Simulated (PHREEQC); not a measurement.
Make-up at 25 °C: 59 mmol/kgw ZnSO4, 0.27 mmol/kgw NiCl2, 15 mmol/kgw HCl and 20 mmol/kgw NaCl. Closed to the air; pH follows from the charge balance.

The numbers come from PHREEQC with the ion-association model, wateq4f.dat.

Task: The ionic strength comes out as 0.158 mol/kgw. What activity coefficients do NaSO4-, SO4-2, Zn(SO4)2-2, Ni+2, Cl- get?

Result: NaSO4- 0.76, SO4-2 0.32, Zn(SO4)2-2 0.33, Ni+2 0.33, Cl- 0.73.

No solid was allowed to form.
